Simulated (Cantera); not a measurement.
**Premixed flame**

A freely propagating, adiabatic, planar premixed flame of 5.56 % C₃H₈, 19.9 % O₂, 74.6 % N₂, equivalence ratio 1.4, unburnt at 575 K and 1.01 bar; mixture-averaged transport, grid criteria slope 0.08 and curve 0.16, no radiation.

Cantera simulation using GRI-Mech 3.0 (53 species, 325 reactions); the numbers are that mechanism's predictions, not measurements. GRI-Mech 3.0 was tuned for natural gas; its chemistry of propane as a main component is partial and can be far from experiment. Burning velocities carry a grid error of a few per cent, more on coarse grids.

| z (mm) | T (K) | u (m/s) | x C₃H₈ | x O₂ | x C₂H₄ | x N₂O | x H₂O₂ | x H |
|---|---|---|---|---|---|---|---|---|
| -0.905 | 575 | 1.09 | 0.0555 | 0.198 | 7.08e-7 | <1e-8 | <1e-8 | <1e-8 |
| -0.604 | 577 | 1.10 | 0.0553 | 0.197 | 1.41e-5 | <1e-8 | 9.62e-8 | <1e-8 |
| -0.453 | 587 | 1.12 | 0.0549 | 0.195 | 0.000105 | <1e-8 | 5.27e-7 | <1e-8 |
| -0.302 | 657 | 1.28 | 0.0534 | 0.186 | 0.00105 | <1e-8 | 3.23e-6 | 5.07e-7 |
| -0.151 | 1048 | 2.13 | 0.0371 | 0.142 | 0.00936 | <1e-8 | 1.36e-5 | 6.28e-5 |
| -0.0754 | 1438 | 3.04 | 0.0121 | 0.0958 | 0.0153 | 1.25e-8 | 1.28e-5 | 0.000738 |
| 0 | 1801 | 3.91 | 0.000394 | 0.0484 | 0.00639 | 2.20e-8 | 2.07e-6 | 0.00386 |
| 0.0754 | 2000 | 4.37 | 7.35e-7 | 0.0202 | 0.000642 | 2.56e-8 | 3.95e-7 | 0.00767 |
| 0.151 | 2076 | 4.54 | <1e-8 | 0.00816 | 3.22e-5 | 2.46e-8 | 1.23e-7 | 0.0101 |
| 0.302 | 2113 | 4.60 | <1e-8 | 0.00196 | 5.39e-8 | 1.96e-8 | 6.38e-8 | 0.0115 |
| 0.604 | 2132 | 4.63 | <1e-8 | 0.000848 | <1e-8 | 1.48e-8 | 4.92e-8 | 0.0108 |
| 1.21 | 2155 | 4.67 | <1e-8 | 0.000591 | <1e-8 | 1.23e-8 | 3.84e-8 | 0.00916 |
| 2.41 | 2180 | 4.72 | <1e-8 | 0.000359 | <1e-8 | 1.06e-8 | 2.66e-8 | 0.00697 |
x: mole fraction of selected species; z is measured from the peak of heat release.

```
Property                     Value
------------------------  --------
laminar burning velocity  109 cm/s
thermal thickness         0.302 mm
peak x(C₂H₄)                0.0153
peak x(H₂O₂)               1.57e-5
peak x(H)                   0.0115
grid points                    146
```
